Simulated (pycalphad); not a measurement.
An equivalent pycalphad script:

```python
from pycalphad import Database, equilibrium, calculate, variables as v
import numpy as np
db = Database('COST507.tdb')
comps = ['TI', 'HF', 'B', 'VA']
phases = ['B2M', 'B2TI', 'B4M3', 'B4TI3', 'BCC_A2', 'BETA_RHOMBO_B', 'BM', 'BTI', 'HCP_A3', 'LIQUID']
eq = equilibrium(db, comps, phases, {v.X('HF'): 0.105, v.X('B'): 0.0067, v.T: np.arange(2850, 499, -75), v.P: 101325, v.N: 1}, output=['HM', 'SM'])
```

Source of the numbers: pycalphad with the COST 507 light-alloy database (1999); pressure 1 atm. The data set is of 1999 and partly superseded. Phase fractions are per mole of atoms. Diffusion is slow at the low end, where real alloys seldom reach equilibrium.

Results at three of the temperatures:

```
T = 2850.00 K, P = 101325 Pa, N = 1 mol of atoms
G = -232123 J/mol, H = 111651 J/mol, S = 120.62 J/(mol K)  (SER reference)
chemical potentials (J/mol): Ti -221159, Hf -317966, B -340520
phase             fraction      x(Ti)      x(Hf)       x(B)
LIQUID              1.0000     0.8883     0.1050     0.0067
```

```
T = 1650.00 K, P = 101325 Pa, N = 1 mol of atoms
G = -102686 J/mol, H = 45036 J/mol, S = 89.53 J/(mol K)  (SER reference)
chemical potentials (J/mol): Ti -96388, Hf -149993, B -196313
phase             fraction      x(Ti)      x(Hf)       x(B)
BCC_A2              0.9905     0.8922     0.1059     0.0020
BM                  0.0095     0.4883     0.0117     0.5000
```

```
T = 1200.00 K, P = 101325 Pa, N = 1 mol of atoms
G = -64552 J/mol, H = 31008 J/mol, S = 79.63 J/(mol K)  (SER reference)
chemical potentials (J/mol): Ti -59857, Hf -96777, B -182010
phase             fraction      x(Ti)      x(Hf)       x(B)
BCC_A2              0.9885     0.8929     0.1061   0.000963
BM                  0.0115     0.4925     0.0075     0.5000
```

Changes of the phase set, refined by bisection:

| T (K) | phases above | phases below |
|---|---|---|
| 1912.9 | LIQUID | BCC_A2 + LIQUID |
| 1817.1 | BCC_A2 + LIQUID | BCC_A2 + BM + LIQUID |
| 1817.0 | BCC_A2 + BM + LIQUID | BCC_A2 + BM |
| 1092.2 | BCC_A2 + BM | BCC_A2 + BM + HCP_A3 |
| 1085.3 | BCC_A2 + BM + HCP_A3 | BM + HCP_A3 |

Database names, with the compositions (at.%) that they take in these runs: BM: Ti 49 B 50 Hf 0. BCC_A2 is bcc; HCP_A3 is hcp.
